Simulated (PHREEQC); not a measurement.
Consider water at 20 °C with 0.00019 mol H4SiO4 per kg of water. Closed to the air; pH follows from the charge balance.

Equilibrium calculation in PHREEQC: ion-association model, phreeqc.dat.

Each row changes one thing in this solution. Precipitation was switched off in this run.

```csv
case,pH,ionic strength (mol/kgw),H3SiO4- (mol/kgw),SI of Chalcedony (SiO2)
as made,6.76,1.74e-7,1.35e-7,-0.11
H4SiO4 from 0.00019 to 0.00095 mol/kgw,6.45,3.52e-7,3.33e-7,+0.59
H4SiO4 from 0.00019 to 1.9e-05 mol/kgw,7.02,9.59e-8,2.44e-8,-1.11
diluted 10-fold with water,7.02,9.59e-8,2.44e-8,-1.11
temperature from 20 to 85 °C,6.18,6.65e-7,1.82e-7,-0.75
H4SiO4 replaced by K2SiO3 at the same molality,10.51,0.000380,0.000152,-0.82
H4SiO4 from 0.00019 to 0.000209 mol/kgw,6.74,1.81e-7,1.43e-7,-0.07
0.00024 mol/kgw LiOH added,10.21,0.000240,0.000127,-0.59
H4SiO4 from 0.00019 to 0.00038 mol/kgw,6.63,2.32e-7,2.02e-7,+0.19
```

Some of these states are supersaturated (in Quartz (slow to form), Chalcedony (slow to form), for instance). Away from 25 °C the constants follow the database's enthalpies or fits; those with neither stay at their 25 °C values.
